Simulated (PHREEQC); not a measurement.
NaCl is added in steps, without added water, to 1 kg of water holding 0.11 mmol/kgw PbCl2, 0.6 mmol/kgw HNO3 and 0.35 mmol/kgw Na2SO4, at 25 °C. O2 is buffered at 0.21 atm. The system is closed to CO2. Only these solids could form: Litharge, Anglesite, Cotunnite, Laurionite, Larnakite, Halite, Mirabilite.

Base run: PHREEQC, ion-association model, wateq4f.dat. Each further column changes one thing. The table gives pH.

| NaCl added (mol) | base | HNO3 left out | diluted 5-fold with water | no solid may form |
|---|---|---|---|---|
| 0 | 3.25 | 5.86 | 3.93 | 3.25 |
| 0.0002625 | 3.25 | 5.86 | 3.94 | 3.25 |
| 0.000525 | 3.25 | 5.86 | 3.94 | 3.25 |
| 0.0007875 | 3.25 | 5.86 | 3.94 | 3.26 |
| 0.00105 | 3.26 | 5.86 | 3.94 | 3.26 |
| 0.001313 | 3.26 | 5.86 | 3.94 | 3.26 |
| 0.001575 | 3.26 | 5.85 | 3.94 | 3.26 |
| 0.001837 | 3.26 | 5.85 | 3.94 | 3.26 |
| 0.0021 | 3.26 | 5.85 | 3.95 | 3.26 |

 In at least one series the solution becomes supersaturated in solids that the run did not let form, among them Anglesite.
